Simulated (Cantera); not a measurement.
Feed: 1 mol BF3, 0.053 mol O2, 0.44 mol N2, at 7.50 Torr.

Equilibrium computed with Cantera from the NASA thermochemical tables; the gas is ideal and each condensed phase is pure. Candidate condensed phases: B, BN, B2O3; 31 gas species. The tables' values for BF2 are old estimates; treat these amounts as uncertain. Equilibrium is a limit: real reactors are often held back by kinetics, nucleation or transport.

x: gas mole fraction; nothing condenses.

| T (K) | x BF3 | x N2 | x F | x BOF | x O2 | x O |
|---|---|---|---|---|---|---|
| 823 | 0.670 | 0.295 | 8.96e-11 | 1.80e-12 | 0.0355 | <1e-12 |
| 973 | 0.670 | 0.295 | 8.23e-9 | 1.50e-9 | 0.0355 | 1.27e-10 |
| 1123 | 0.670 | 0.295 | 3.06e-7 | 1.14e-7 | 0.0355 | 8.28e-9 |
| 1273 | 0.670 | 0.295 | 5.50e-6 | 2.48e-6 | 0.0355 | 2.03e-7 |
| 1423 | 0.670 | 0.295 | 5.55e-5 | 2.65e-5 | 0.0354 | 2.53e-6 |
| 1573 | 0.669 | 0.294 | 0.000363 | 0.000177 | 0.0352 | 1.96e-5 |
| 1723 | 0.668 | 0.294 | 0.00172 | 0.000847 | 0.0346 | 0.000106 |
| 1873 | 0.663 | 0.293 | ___ | ___ | 0.0329 | ___ |
| 2023 | 0.651 | 0.289 | ___ | ___ | ___ | ___ |
| 2173 | 0.623 | 0.283 | 0.0455 | 0.0226 | 0.0201 | 0.00323 |
| 2323 | 0.579 | 0.274 | 0.0880 | 0.0434 | 0.00780 | 0.00501 |

**Question.** Some entries are withheld; supply them.

**Answer.** 
- 1873, x F: 0.00630
- 1873, x BOF: 0.00312
- 1873, x O: 0.000429
- 2023, x F: 0.0187
- 2023, x BOF: 0.00928
- 2023, x O2: 0.0287
- 2023, x O: 0.00135
